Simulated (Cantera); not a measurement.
A perfectly stirred reactor is fed with NO : N2 = 1 : 9.4 (molar parts), at 9.75 Torr; it is held at 1700 K, and followed from long to short residence time.

Model: GRI-Mech 3.0 (53 species, 325 reactions), integrated in Cantera. Radical loss at walls, strong at low pressure, is not modelled.

Problem. What does this change do: pressure from 9.75 Torr to 1.10 bar?

Solution. 
```csv
quantity,before,after
x(NO) at τ = 21.0 s,0.0955,0.0710
x(O2) at τ = 21.0 s,0.000323,0.0125
x(O) at τ = 21.0 s,1.58e-5,4.95e-6
x(NO2) at τ = 21.0 s,2.20e-6,5.81e-5
x(N2O) at τ = 21.0 s,3.28e-6,2.04e-6
x(NO) at τ = 0.240 s,0.0961,0.0957
x(O2) at τ = 0.240 s,3.70e-7,0.000213
x(O) at τ = 0.240 s,3.04e-6,1.45e-6
x(NO2) at τ = 0.240 s,4.05e-7,2.22e-5
x(N2O) at τ = 0.240 s,1.48e-6,3.60e-6
```
